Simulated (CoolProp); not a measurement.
Model: reference Helmholtz-energy equation of state, Marx 1992, in CoolProp.

Problem. For R113, give the phase and the isothermal compressibility (1/MPa), fugacity coefficient at 264.7 K and 4.09 MPa; 307.5 K and 4.09 MPa.

Solution. 
- 264.7 K and 4.09 MPa: liquid; isothermal compressibility 0.00121, fugacity coefficient 0.00295
- 307.5 K and 4.09 MPa: liquid; isothermal compressibility 0.00183, fugacity coefficient 0.0184
